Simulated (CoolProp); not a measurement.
Vapour-liquid equilibrium of dimethyl ether (1) + R236EA (2) at 0.754 MPa; x and y are mole fractions of (1).

Values from CoolProp's multi-fluid Helmholtz-energy mixture model, Wu 2011 and Rui 2013; pair parameters Bell 2016.

```csv
x,bubble temperature (K),y at the bubble point,dew temperature at overall composition x (K),liquid density (mol/L)
0.05,341.5,0.054,341.5,?
0.2,340.3,0.233,340.6,?
0.35,?,0.438,339.0,?
0.5,332.6,0.649,336.4,10.75
0.65,325.3,0.826,332.6,?
0.8,?,0.939,326.7,?
0.95,309.0,?,315.5,13.72
```

**Question.** What belongs in the gaps?

**Answer.** 
- 0.05, liquid density (mol/L): 8.564
- 0.2, liquid density (mol/L): 9.203
- 0.35, bubble temperature (K): 337.6
- 0.35, liquid density (mol/L): 9.924
- 0.65, liquid density (mol/L): 11.69
- 0.8, bubble temperature (K): 316.7
- 0.8, liquid density (mol/L): 12.70
- 0.95, y at the bubble point: 0.992

No azeotrope shows between x = 0.05 and 0.95.

Pair parameters are fitted to limited data, so mixtures are less certain than the pure fluids.
